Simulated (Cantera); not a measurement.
A closed system holds: 1 mol SiCl₄, 3.3 mol HCl, 0.9 mol H₂, at 1350 K and 0.133 bar.

Method: chemical equilibrium by Gibbs-energy minimisation in Cantera with the NASA 1993 tables (ideal gas, pure condensed phases). Candidate condensed phases: Si; 19 gas species. The tables' values for SiCl₃ are old estimates; treat these amounts as uncertain. Kinetics and transport are ignored.

Question: What is the equilibrium state?

Answer: 
```
Property                             Result
--------------------------------  ---------
x(HCl)                                0.646
x(SiCl₄)                              0.178
x(H₂)                                 0.163
x(SiCl₃)                            0.00837
x(SiHCl₃)                           0.00258
x(SiCl₂)                            0.00196
x(Cl)                               8.69e-6
x(SiH₂Cl₂)                          5.45e-6
x(H)                                2.64e-6
gas amount                        5.232 mol
log10 activity of Si(s) (absent)      -3.56
```
